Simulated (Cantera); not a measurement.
**Silicon oxide and oxynitride deposition: TEOS + O3 + N2**

Feed: 1 mol TEOS, 0.098 mol O3, 2 mol N2, at 518 Torr.

Cantera equilibrium calculation (NASA polynomials, part measured and part estimated; ideal gas, pure solids and liquids). Candidate condensed phases: C, C6H6, C7H8, C8H18, H2O, Si, SiC, SiO2, Si2N2O, Si3N4; 151 gas species. The feed counts by its element totals alone. The tables hold silica as quartz up to 1696 K and as liquid above; real silica turns to tridymite and cristobalite and melts near 1996 K. Gases not in the tables: Si2H6 and higher silanes. Kinetics and transport are ignored.

| T (K) | log p H2 | log p CO | log p N2 | log p CH4 | log p H2O | log p CO2 | n C(graphite) | n SiO2(α-quartz) | n SiO2(β-quartz) | n Si2N2O(s) | n SiC(s) |
|---|---|---|---|---|---|---|---|---|---|---|---|
| 823 | -0.48 | -1.70 | -0.90 | -0.98 | -1.06 | -1.73 | 5.74 | 1.00 | 0 | 0 | 0 |
| 923 | -0.37 | -1.21 | -0.96 | -1.38 | -1.39 | -1.92 | 5.90 | 0 | 1.00 | 0 | 0 |
| 1023 | -0.34 | -1.01 | -1.00 | -1.80 | -1.91 | -2.47 | 5.70 | 0 | 1.00 | 0 | 0 |
| 1123 | -0.32 | -0.97 | -1.01 | -2.18 | -2.47 | -3.15 | 5.65 | 0 | 1.00 | 0 | 0 |
| 1223 | -0.32 | -0.96 | -1.01 | -2.52 | -2.98 | -3.78 | 5.67 | 0 | 1.00 | 0 | 0 |
| 1323 | -0.32 | -0.96 | -1.01 | -2.80 | -3.41 | -4.32 | 5.68 | 0 | 1.00 | 0 | 0 |
| 1423 | -0.32 | -0.96 | -1.01 | -3.05 | -3.78 | -4.78 | 5.69 | 0 | 1.000 | 0 | 0 |
| 1523 | -0.35 | -0.77 | -1.17 | -3.33 | -3.95 | -4.80 | 4.19 | 0 | 0 | 0.500 | 0 |
| 1623 | -0.35 | -0.77 | -1.17 | -3.52 | -4.23 | -5.15 | 4.19 | 0 | 0 | 0.499 | 0 |
| 1723 | -0.35 | -0.77 | -1.17 | -3.69 | -4.49 | -5.45 | 4.19 | 0 | 0 | 0.496 | 0 |
| 1823 | -0.37 | -0.74 | -1.08 | -3.90 | -4.71 | -5.67 | 2.72 | 0 | 0 | 0 | 0.975 |
| 1923 | -0.38 | -0.74 | -1.08 | -4.03 | -4.91 | -5.91 | 2.71 | 0 | 0 | 0 | 0.967 |
| 2023 | -0.38 | -0.74 | -1.08 | -4.15 | -5.09 | -6.13 | 2.69 | 0 | 0 | 0 | 0.958 |
| 2123 | -0.38 | -0.75 | -1.08 | -4.26 | -5.26 | -6.32 | 2.67 | 0 | 0 | 0 | 0.948 |
log p: log10 of the partial pressure in bar; n: condensed amount in mol.

At 823 K the condensed part is C(graphite) + SiO2(α-quartz). From 923 K to 1423 K the condensed part is C(graphite) + SiO2(β-quartz). From 1523 K to 1723 K the condensed part is C(graphite) + Si2N2O(s). From 1823 K to 2123 K the condensed part is C(graphite) + SiC(s).
